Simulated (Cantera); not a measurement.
Feed: 1 mol SiO2, 0.91 mol C, 0.12 mol N2, at 21.0 Pa.

Equilibrium computed with Cantera from the NASA thermochemical tables; the gas is ideal and each condensed phase is pure. Candidate condensed phases: C, Si, SiC, SiO2, Si2N2O, Si3N4; 34 gas species. N2 is the only nitrogen source here; it is nearly inert below about 1500 K, so the nitride shown seldom forms there in practice. Mutual solubility and eutectic melting of coexisting phases are not modelled. The tables hold silica as quartz up to 1696 K and as liquid above; real silica turns to tridymite and cristobalite and melts near 1996 K. Equilibrium is a limit: real reactors are often held back by kinetics, nucleation or transport.

Task: At 1250 K, list the 3 most abundant gas species with their mole fractions, and the condensed phases.

Result: CO 0.997, N2 0.00226, SiO 0.000421. Condensed: C(graphite) + SiO2(β-quartz) + Si2N2O(s).
